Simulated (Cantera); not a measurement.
Input: 1 mol MgSO4, 6.9 mol CO2, equilibrated at 1523.15 K and 1.10 bar.

Method: chemical equilibrium by Gibbs-energy minimisation in Cantera with the NASA 1993 tables (ideal gas, pure condensed phases). Candidate condensed phases: C, Mg, MgCO3, MgO, MgS, MgSO4, S; 26 gas species. Equilibrium is a limit: real reactors are often held back by kinetics, nucleation or transport.

Base state: CO2 0.822, SO2 0.118, O2 0.0591, SO3 0.00100, CO 2.22e-5 (mole fractions); condensed: MgO(s).

Q: What changes in the equilibrium state with this change: pressure from 1.10 bar to 1.00 mbar?

A: 
| species | before | after |
|---|---|---|
| CO2 | 0.822 | 0.820 |
| SO2 | 0.118 | 0.119 |
| O2 | 0.0591 | 0.0598 |
| SO3 | 0.00100 | 3.06e-5 |
| O | 1.28e-6 | 4.28e-5 |
| CO | 2.22e-5 | 0.000731 |
| MgO(s), mol | 1.00 | 1.00 |

Q: What changes in the equilibrium state with this change: temperature from 1523.15 K to 850 K?

A: 
```
species         before    after
-------------  -------  -------
CO2              0.822    1.000
SO2              0.118  1.10e-6
O2              0.0591  5.49e-7
SO3            0.00100  1.23e-8
CO             2.22e-5    <1e-9
MgO(s), mol       1.00        0
MgSO4(s), mol        0    1.000
```
